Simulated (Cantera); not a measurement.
A Cantera script and its output.

```python
import numpy as np
import cantera as ct

gas = ct.Solution("gri30.yaml")
gas.TPX = 1098, 77000, {'H2': 0.99, 'O2': 1, 'N2': 7.1}
reactor = ct.IdealGasConstPressureReactor(gas, energy="off", clone=False)
net = ct.ReactorNet([reactor])
net.rtol, net.atol = 1e-08, 1e-18
show = ['H2', 'O2', 'OH', 'O', 'NO2']
times = np.geomspace(4e-06, 2, 12)

steps = ct.SolutionArray(gas, extra=["t"])
rows = []
print(f"{'t/s':>10s}{'T/K':>9s}{'P/Pa':>11s}" + "".join(f"{s:>11s}" for s in show))
for t in times:
    while net.time < t:
        t_next = net.step()
        steps.append(gas.state, t=t_next)
    rows.append([np.interp(t, steps.t, y) for y in (steps.T, steps.P, *steps(*show).X.T)])
    print(f"{t:10.3e}{rows[-1][0]:9.1f}{rows[-1][1]:11.4g}" + "".join(f"{x:11.3e}" for x in rows[-1][2:]))
rate = np.gradient(steps.T, steps.t)
print("integrator steps:", len(steps.t))
if steps.T.max() > steps.T[0] + 200:
    print(f"time of steepest temperature rise: {steps.t[rate.argmax()]:.4e} s")
gas.TPX = 1098, 77000, {'H2': 0.99, 'O2': 1, 'N2': 7.1}
gas.equilibrate("TP")
print(f"equilibrium (TP): T = {gas.T:.1f} K  " + "  ".join(f"{s} {gas[s].X[0]:.3e}" for s in show))
```

Output:

```
       t/s      T/K       P/Pa         H2         O2         OH          O        NO2
 4.000e-06   1098.0    7.7e+04  1.089e-01  1.100e-01  1.999e-11  3.658e-11  3.231e-31
 1.319e-05   1098.0    7.7e+04  1.089e-01  1.100e-01  1.314e-10  2.874e-10  1.364e-28
 4.347e-05   1098.0    7.7e+04  1.089e-01  1.100e-01  3.443e-09  7.810e-09  7.243e-25
 1.433e-04   1098.0    7.7e+04  1.075e-01  1.093e-01  7.142e-05  1.257e-04  1.949e-13
 4.725e-04   1098.0    7.7e+04  2.095e-03  5.957e-02  2.637e-04  1.872e-04  9.930e-09
 1.558e-03   1098.0    7.7e+04  4.636e-04  5.894e-02  5.260e-05  1.756e-05  7.801e-08
 5.136e-03   1098.0    7.7e+04  1.052e-04  5.879e-02  2.041e-05  2.487e-06  2.002e-07
 1.693e-02   1098.0    7.7e+04  1.248e-05  5.876e-02  9.738e-06  3.075e-07  2.563e-07
 5.582e-02   1098.0    7.7e+04  4.365e-07  5.875e-02  4.776e-06  5.025e-08  1.410e-07
 1.840e-01   1098.0    7.7e+04  1.041e-08  5.875e-02  2.422e-06  1.260e-08  3.876e-08
 6.067e-01   1098.0    7.7e+04  2.472e-09  5.875e-02  1.322e-06  3.781e-09  1.311e-08
 2.000e+00   1098.0    7.7e+04  9.505e-10  5.875e-02  7.751e-07  1.305e-09  1.340e-08
integrator steps: 1563
equilibrium (TP): T = 1098.0 K  H2 6.838e-10  O2 5.873e-02  OH 5.502e-07  O 6.596e-10  NO2 6.078e-07
```

Cantera simulation using GRI-Mech 3.0 (53 species, 325 reactions); the numbers are that mechanism's predictions, not measurements. The temperature is held fixed by assumption; the heat of reaction is taken as removed at once.
